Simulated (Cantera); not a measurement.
Mixture: CH₄ : CO : O₂ : N₂ = 1 : 0.25 : 1.12 : 5.82 (molar parts), equivalence ratio 1.9, at 1.09 atm, adiabatic and at constant volume. Ignition delay is the time to a rise of 400 K.

Model: GRI-Mech 3.0 (53 species, 325 reactions), integrated in Cantera.

Problem. What does this change do: pressure from 1.09 atm to 1.00 atm?

Solution. 
```
quantity                                                before       after
--------------------------------------------------  ----------  ----------
delay at 1250 K                                        46.3 ms     49.3 ms
delay at 1350 K                                        11.6 ms     12.3 ms
delay at 1450 K                                        3.30 ms     3.50 ms
delay at 1550 K                                        1.08 ms     1.15 ms
delay at 1650 K                                       0.417 ms    0.445 ms
delay at 1750 K                                       0.187 ms    0.200 ms
delay at 1850 K                                        95.1 µs    0.102 ms
apparent activation energy between 1650 and 1850 K  190 kJ/mol  190 kJ/mol
```

Problem. What does this change do: pressure from 1.09 atm to 0.474 atm?

Solution. 
```csv
quantity,before,after
delay at 1250 K,46.3 ms,85.8 ms
delay at 1350 K,11.6 ms,20.7 ms
delay at 1450 K,3.30 ms,5.87 ms
delay at 1550 K,1.08 ms,1.99 ms
delay at 1650 K,0.417 ms,0.809 ms
delay at 1750 K,0.187 ms,0.381 ms
delay at 1850 K,95.1 µs,0.201 ms
apparent activation energy between 1650 and 1850 K,190 kJ/mol,180 kJ/mol
```
